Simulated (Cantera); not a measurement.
Input (Python, Cantera) and output of one run.

```python
import numpy as np
import cantera as ct

gas_names = """
    H2O H2
""".split()
cond_names = """
    Na(cr) Na(L) NaOH(a) NaOH(L)
""".split()


# ... load() reads the species with a 1 bar reference pressure and builds the phases ...
species = {s.name: s for s in load("nasa_gas.yaml", gas_names) + load("nasa_condensed.yaml", cond_names)}
# Each term lists the table entries of one substance; the one whose range holds T is used.
reactions = {
    '2 H2O(g) + 2 Na = H2(g) + 2 NaOH':
        [(-2, ['H2O']), (-2, ['Na(cr)', 'Na(L)']), (1, ['H2']), (2, ['NaOH(a)', 'NaOH(L)'])],
}


def pick(names, T):
    return next(species[n] for n in names if species[n].thermo.min_temp <= T <= species[n].thermo.max_temp)


results = []
for label, terms in reactions.items():
    print(label)
    print("     T/K   dH/kJ  dS/(J/K)   dG/kJ   log10 K")
    for T in [725, 825, 925, 1025, 1125, 1225]:
        used = [(nu, pick(names, T)) for nu, names in terms]
        dH = sum(nu * s.thermo.h(T) for nu, s in used) / 1e6
        dS = sum(nu * s.thermo.s(T) for nu, s in used) / 1e3
        dG = dH - T * dS / 1e3
        logK = -dG * 1e6 / (ct.gas_constant * T * np.log(10))
        results.append((label, T, dH, dS, dG, logK, [s.name for _, s in used]))
        print(f"{T:8g} {dH:8.1f} {dS:8.1f} {dG:8.1f} {logK:8.2f}")
```

It prints:

```
2 H2O(g) + 2 Na = H2(g) + 2 NaOH
     T/K   dH/kJ  dS/(J/K)   dG/kJ   log10 K
     725   -324.9   -148.8   -217.0    15.64
     825   -318.4   -140.4   -202.6    12.83
     925   -312.3   -133.3   -188.9    10.67
    1025   -306.4   -127.3   -175.9     8.96
    1125   -300.9   -122.2   -163.4     7.59
    1225   -295.8   -117.9   -151.4     6.46
```

Standard-state values (1 bar) from the NASA 1993 polynomials, evaluated with Cantera. Condensed species are held in their standard states even where they would react or evaporate.
